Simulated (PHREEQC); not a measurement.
# Brine: an equilibrium model

Solution (20 °C): 0.0099 mol/kgw Na2SO4, 0.39 mol/kgw MgSO4 and 0.031 mol/kgw LiCl. Closed to the air; pH follows from the charge balance.

Equilibrium calculation in PHREEQC: ion-association model, phreeqc.dat.

Each row changes one thing in this solution. Precipitation was switched off in this run.

```
case                               ionic strength (mol/kgw)  MgSO4 (mol/kgw)  SO4-2 (mol/kgw)  Mg+2 (mol/kgw)  Li+ (mol/kgw)  Na+ (mol/kgw)  SI of Halite (NaCl)
---------------------------------  ------------------------  ---------------  ---------------  --------------  -------------  -------------  -------------------
as made                                               0.670            0.235            0.159           0.155         0.0273         0.0172                -5.18
LiCl from 0.031 to 0.0155 mol/kgw                     0.652            0.236            0.159           0.154         0.0137         0.0172                -5.48
diluted 10-fold with water                           0.0954           0.0166           0.0232          0.0224        0.00298        0.00190                -7.01
LiCl from 0.031 to 0.062 mol/kgw                      0.706            0.232            0.159           0.159         0.0548         0.0172                -4.88
LiCl from 0.031 to 0.31 mol/kgw                       0.985            0.212            0.154           0.178          0.279         0.0175                -4.18
```

The ionic strength passes 0.7 mol/kgw, the rough limit of the ion-association models, in LiCl from 0.031 to 0.062 mol/kgw; LiCl from 0.031 to 0.31 mol/kgw. Species that the database lacks are ignored.
